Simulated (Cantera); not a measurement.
An isothermal, constant-pressure homogeneous reactor starts with H2 : O2 : N2 = 0.62 : 1 : 19 (molar parts), equivalence ratio 0.31, at 1173 K and 0.987 atm.

Model: the H2/O2 subset of GRI-Mech 3.0, which has no nitrogen chemistry, integrated in Cantera.

One state of this run: x H2 = 0.00188; x O2 = 0.0345; x O = 0.00117; x OH = 0.000709; x HO2 = 1.61e-5; x H2O2 = 2.29e-6. x: mole fraction; the columns are a selection and need not sum to one.

Which value of t (s) does it belong to?
A) 0.000352
B) 200
C) 0.00234
D) 0.0155

A, 0.000352
